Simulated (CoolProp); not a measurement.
A single-stage vapour-compression cycle with R152A: evaporating at 229.15 K (dew point), condensing at 265.15 K (bubble point), superheat 5 K, subcooling 0 K, compressor efficiency 0.7, no pressure losses. Each further row changes one setting.

Model: reference Helmholtz-energy equation of state, Outcalt 1996, in CoolProp. It is a modified Benedict-Webb-Rubin equation, recast in Helmholtz form.

```tsv
case	cooling COP	pressure ratio	discharge temperature (K)	refrigerating effect (kJ/kg)	volumetric capacity (kJ/m³)
as stated	3.90	5.13	314.5	293	388
evaporating temperature 234.15 K	4.72	3.95	307.0	297	502
condensing temperature 260.15 K	4.62	4.22	304.7	301	399
subcooling 5 K	4.01	5.13	314.5	301	399
superheat 15 K	3.86	5.13	325.7	302	383
compressor efficiency 0.6	3.35	5.13	325.7	293	388
```
